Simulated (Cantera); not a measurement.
A perfectly stirred reactor is fed with C2H6 : N2 = 1 : 1.4 (molar parts), at 100000 Pa; it is held at 1650 K, and followed from long to short residence time.

Model: GRI-Mech 3.0 (53 species, 325 reactions), integrated in Cantera. GRI-Mech 3.0 stops at C3 and has no aromatics, soot or wall deposition, so with more carbon than oxygen in the feed, carbon stays in small species such as C2H2 where larger ones or solid carbon would form.

Question: What does this change do: N2 1.4 to 4.7 parts?

Answer: 
```json
[
 {"quantity": "x(C2H6) at τ = 1.80 s", "before": "2.58e-5", "after": "1.30e-5"},
 {"quantity": "x(H) at τ = 1.80 s", "before": "6.19e-5", "after": "4.81e-5"},
 {"quantity": "x(CH2) at τ = 1.80 s", "before": "1.62e-8", "after": "1.50e-8"},
 {"quantity": "x(HCN) at τ = 1.80 s", "before": "2.33e-7", "after": "5.58e-7"},
 {"quantity": "x(CH3) at τ = 1.80 s", "before": "0.000112", "after": "7.57e-5"},
 {"quantity": "x(C2H6) at τ = 43.0 ms", "before": "0.000504", "after": "0.000305"},
 {"quantity": "x(H) at τ = 43.0 ms", "before": "9.57e-5", "after": "7.99e-5"},
 {"quantity": "x(CH2) at τ = 43.0 ms", "before": "1.04e-7", "after": "1.21e-7"},
 {"quantity": "x(HCN) at τ = 43.0 ms", "before": "6.79e-8", "after": "2.30e-7"},
 {"quantity": "x(CH3) at τ = 43.0 ms", "before": "0.000441", "after": "0.000339"}
]
```

Question: What does this change do: C2H6 1 to 0.31 parts?

Answer: 
| quantity | before | after |
|---|---|---|
| x(C2H6) at τ = 1.80 s | 2.58e-5 | 1.33e-5 |
| x(H) at τ = 1.80 s | 6.19e-5 | 4.86e-5 |
| x(CH2) at τ = 1.80 s | 1.62e-8 | 1.50e-8 |
| x(HCN) at τ = 1.80 s | 2.33e-7 | 5.42e-7 |
| x(CH3) at τ = 1.80 s | 0.000112 | 7.68e-5 |
| x(C2H6) at τ = 43.0 ms | 0.000504 | 0.000312 |
| x(H) at τ = 43.0 ms | 9.57e-5 | 8.05e-5 |
| x(CH2) at τ = 43.0 ms | 1.04e-7 | 1.20e-7 |
| x(HCN) at τ = 43.0 ms | 6.79e-8 | 2.21e-7 |
| x(CH3) at τ = 43.0 ms | 0.000441 | 0.000342 |

Question: What does this change do: temperature 1650 to 1700 K?

Answer: 
```
quantity                  before     after
----------------------  --------  --------
x(C2H6) at τ = 1.80 s    2.58e-5   1.40e-5
x(H) at τ = 1.80 s       6.19e-5  0.000100
x(CH2) at τ = 1.80 s     1.62e-8   2.91e-8
x(HCN) at τ = 1.80 s     2.33e-7   7.71e-7
x(CH3) at τ = 1.80 s    0.000112  0.000122
x(C2H6) at τ = 43.0 ms  0.000504  0.000310
x(H) at τ = 43.0 ms      9.57e-5  0.000136
x(CH2) at τ = 43.0 ms    1.04e-7   1.73e-7
x(HCN) at τ = 43.0 ms    6.79e-8   1.82e-7
x(CH3) at τ = 43.0 ms   0.000441  0.000517
```
